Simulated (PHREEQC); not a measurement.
Consider water at 20 °C with 0.0052 mol NaHS, 0.23 mol NaCl and 8.3e-05 mol MnCl2 per kg of water. Closed to the air; pH follows from the charge balance.

Model: ion-association model, wateq4f.dat, run in PHREEQC.

This is a speciation only: nothing precipitates in the calculation.

Problem. What pH, activity of water does the model give?

Solution. pH 9.25; activity of water 0.992.

Problem. In which forms is Mn present?

Solution. Mn+2 76 %, MnCl+ 22 %, MnCl2 1.1 %, MnOH+ 1.0 % of the Mn.

Complexes and solids missing from the database can't appear. The polysulfide entries of wateq4f.dat were taken out for this run.
